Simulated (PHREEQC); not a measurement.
# Buffer: an equilibrium model

Dissolve 0.001 mol/kgw NaHSO4, 0.061 mol/kgw Na2SO4 and 0.19 mol/kgw NaCl at 66 °C. Closed to the air; pH follows from the charge balance.

The numbers come from PHREEQC with the Pitzer model, pitzer.dat.

Precipitation was switched off in this run.

Problem. Estimate the pH, density, osmotic coefficient.

Solution. pH 3.79; density 0.995 g/cm³; osmotic coefficient 0.865.

Problem. In which forms is S present?

Solution. SO4-2 99 %, HSO4- 1.2 % of the S.

Complexes and solids missing from the database can't appear. Constants without temperature data keep their 25 °C values here.
